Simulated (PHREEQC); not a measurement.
PHREEQC input (ion-association model, wateq4f.dat):

```
SOLUTION_MASTER_SPECIES
  An  An-  0  An  62.0  # stands for a non-complexing anion
SOLUTION_SPECIES
  An- = An-
    -log_k 0
    -gamma 3.0 0
PHASES
  Fix_H+
    H+ = H+
    -log_k 0
SOLUTION 1
  temp 25
  units mmol/kgw
  pH 7 charge
  Cl 0.05466
  Pb 0.027
  B 0.00091
  Sr 0.00033
  Na 50
  An 50
END
SELECTED_OUTPUT 1
  -reset false
  -pH true
  -pe true
  -ionic_strength true
  -water true
  -totals B Cl Na Pb Sr
  -molalities Hfo_wOH Hfo_wOH2+ Hfo_wO- Hfo_sOH Hfo_sOH2+ Hfo_sO- Hfo_wH2BO3 Hfo_sOPb+ Hfo_wOPb+ Hfo_sOHSr+2
    Hfo_wOSr+ Hfo_wOSrOH
  -saturation_indices Litharge Cotunnite Laurionite Halite
USER_PUNCH 1
  -headings sigma psi
  10 PUNCH EDL("sigma", "Hfo"), EDL("psi", "Hfo")
PRINT
  -reset false
USE solution 1
SURFACE 1
  Hfo_wOH 0.000114607 600 0.051
  Hfo_sOH 2.86517e-06
EQUILIBRIUM_PHASES 1
  Fix_H+ -4 HAn 10
    -force_equality true
  O2(g) -0.68 10
END
# ... the last block is repeated for the other 12 points of pH, with NaOH or the acid as the point needs
```

Selected output (columns that matter, 13 of 13 rows; pH added in front):

```
pH	mu	B	Na	Pb	Sr	m_Hfo_wOH	m_Hfo_wOH2+	m_Hfo_wO-	m_Hfo_sOH	si_Litharge	si_Cotunnite	si_Halite	sigma	psi
4	0.05024	9.0991e-07	0.05	2.5059e-05	3.3e-07	2.3529e-05	9.0928e-05	1.3947e-07	1.9184e-07	-9.6651	-8.8796	-7.3202	0.29475	0.15989
4.67	0.050133	9.0982e-07	0.05	2.4055e-05	3.3e-07	4.607e-05	6.7653e-05	7.187e-07	3.4596e-08	-8.3427	-8.8971	-7.3201	0.22051	0.14512
5.33	0.050096	9.0975e-07	0.05	2.2045e-05	3.3e-07	6.5443e-05	4.4881e-05	2.1861e-06	3.9854e-09	-7.0613	-8.9356	-7.32	0.15027	0.12564
6	0.050054	9.0972e-07	0.05	1.1778e-05	3.3e-07	7.3939e-05	2.2821e-05	5.4881e-06	7.6543e-10	-5.9971	-9.2112	-7.3199	0.10266	0.10651
6.67	0.050046	9.0973e-07	0.050027	2.3329e-06	3.3e-07	7.1141e-05	9.6548e-06	1.2009e-05	4.1752e-10	-5.377	-9.9309	-7.3196	0.070362	0.087987
7.33	0.050049	9.0975e-07	0.050041	2.6271e-07	3.2999e-07	6.6333e-05	5.2687e-06	1.9132e-05	3.5556e-10	-5.0745	-10.948	-7.3194	0.040596	0.062707
8	0.050054	9.0978e-07	0.05005	3.1127e-08	3.2992e-07	6.1969e-05	3.5167e-06	2.5016e-05	3.2897e-10	-4.8948	-12.109	-7.3194	0.017246	0.03171
8.67	0.050061	9.0983e-07	0.05006	6.2281e-09	3.288e-07	5.8037e-05	2.5847e-06	2.9855e-05	3.0778e-10	-4.7606	-13.315	-7.3193	-0.00086739	-0.0016976
9.33	0.050085	9.0992e-07	0.050087	2.4116e-09	3.1259e-07	5.3621e-05	1.8845e-06	3.4951e-05	2.8431e-10	-4.6233	-14.497	-7.3191	-0.019084	-0.034658
10	0.050186	9.0998e-07	0.050192	2.1671e-09	1.8625e-07	4.6903e-05	1.1933e-06	4.2233e-05	2.4866e-10	-4.4249	-15.639	-7.3183	-0.04383	-0.065991
10.67	0.050645	9.0999e-07	0.050657	5.644e-09	3.5856e-08	3.6618e-05	5.7976e-07	5.2985e-05	1.9415e-10	-4.1114	-16.666	-7.3149	-0.079212	-0.09344
11.33	0.05272	9.1e-07	0.052739	6.4398e-08	5.9785e-09	2.3183e-05	1.8419e-07	6.6845e-05	1.2323e-10	-3.6146	-17.492	-7.3001	-0.12427	-0.11477
12	0.062644	9.1e-07	0.062671	3.3859e-06	1.5224e-09	1.1157e-05	3.4637e-08	8.2337e-05	6.8802e-11	-2.9535	-18.184	-7.2368	-0.18409	-0.13026
```

Species that the database lacks are ignored.
